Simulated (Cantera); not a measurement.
A perfectly stirred reactor is fed with 3.26 % H₂, 96.0 % O₂, 0.739 % H₂O, at 20.0 Torr; it is held at 950 K, and followed from long to short residence time.

Computed with Cantera and the H2/O2 subset of GRI-Mech 3.0, which has no nitrogen chemistry. Radical loss at walls, strong at low pressure, is not modelled.

x: mole fraction; the columns are a selection and need not sum to one.

```csv
τ (s),x H₂,x O₂,x H₂O₂,x OH,x HO₂,x H,x H₂O
6.5,0.000160,0.959,9.28e-8,(withheld),1.89e-6,3.53e-6,0.0405
2.2,0.000299,0.959,1.23e-7,(withheld),2.96e-6,1.03e-5,0.0403
0.74,0.000547,0.959,1.66e-7,(withheld),4.50e-6,3.04e-5,0.0400
0.25,0.000986,0.958,2.22e-7,(withheld),6.56e-6,8.76e-5,0.0395
0.084,0.00177,0.958,2.95e-7,(withheld),9.06e-6,0.000248,0.0385
0.029,0.00311,0.957,3.78e-7,(withheld),1.16e-5,0.000655,0.0368
0.0096,0.00560,0.955,4.62e-7,(withheld),1.37e-5,0.00161,0.0335
0.0033,0.00996,0.953,5.16e-7,0.00140,1.47e-5,0.00303,0.0281
0.0011,0.0181,0.953,4.73e-7,0.00146,1.41e-5,0.00335,0.0196
```

**Question.** Some entries are withheld; supply them.

**Answer.** 
- 6.5, x OH: 7.21e-5
- 2.2, x OH: 0.000109
- 0.74, x OH: 0.000170
- 0.25, x OH: 0.000268
- 0.084, x OH: 0.000430
- 0.029, x OH: 0.000674
- 0.0096, x OH: 0.00103
